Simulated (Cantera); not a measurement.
Charge: 1 mol Si, 2 mol H2, at 502 °C and 2630 Torr.

Method: chemical equilibrium by Gibbs-energy minimisation in Cantera with the NASA 1993 tables (ideal gas, pure condensed phases). Candidate condensed phases: Si; 9 gas species. Equilibrium is a limit: real reactors are often held back by kinetics, nucleation or transport.

Question: What is the equilibrium state?

Answer: 
```
Property        Value
----------  ---------
x(H2)           1.000
n(Si(s))    1.000 mol
gas amount  2.000 mol
```
